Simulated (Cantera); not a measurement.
Feed: 1 mol CH3Cl, 0.12 mol CH4, 0.067 mol H2, equilibrated at 1.30 Pa.

Method: chemical equilibrium by Gibbs-energy minimisation in Cantera with the NASA 1993 tables (ideal gas, pure condensed phases). Candidate condensed phases: C, C6H6, C7H8, C8H18; 91 gas species. Equilibrium is a limit: real reactors are often held back by kinetics, nucleation or transport.

log p: log10 of the partial pressure in bar; n: condensed amount in mol.

```
T (K)  log p H  log p H2  log p HCl  log p Cl  log p C3  log p C  log p C2H2 (acetylene)  n C(graphite)
-----  -------  --------  ---------  --------  --------  -------  ----------------------  -------------
1073    -10.42     -5.13      -5.25    -10.58      <-16     <-16                  -13.28           1.12
1173     -9.49     -5.13      -5.25     -9.67      <-16     <-16                  -12.35           1.12
1273     -8.71     -5.13      -5.25     -8.90      <-16     <-16                  -11.56           1.12
1373     -8.04     -5.13      -5.25     -8.24      <-16     <-16                  -10.90           1.12
1473     -7.46     -5.13      -5.25     -7.67      <-16     <-16                  -10.32           1.12
1573     -6.96     -5.14      -5.26     -7.18       ___   -15.60                   -9.82           1.12
1673     -6.52     -5.14      -5.27     -6.75       ___   -14.18                   -9.39           1.12
1773     -6.13     -5.16      -5.30     -6.38       ___   -12.91                   -9.02           1.12
1873     -5.79     -5.20      -5.37     -6.08       ___   -11.79                   -8.71           1.12
1973     -5.51     -5.28      -5.49     -5.85       ___   -10.77                   -8.47           1.12
2073     -5.29     -5.42      -5.69     -5.69       ___    -9.86                   -8.33           1.12
2173     -5.14     -5.65      -5.98     -5.61       ___    -9.03                   -8.31           1.12
2273     -5.06     -5.97      -6.34     -5.57       ___    -8.27                   -8.39           1.10
```

Question: Complete the blanks.

Answer: 
- 1573, log p C3: -16.40
- 1673, log p C3: -14.76
- 1773, log p C3: -13.30
- 1873, log p C3: -12.01
- 1973, log p C3: -10.85
- 2073, log p C3: -9.80
- 2173, log p C3: -8.86
- 2273, log p C3: -8.00
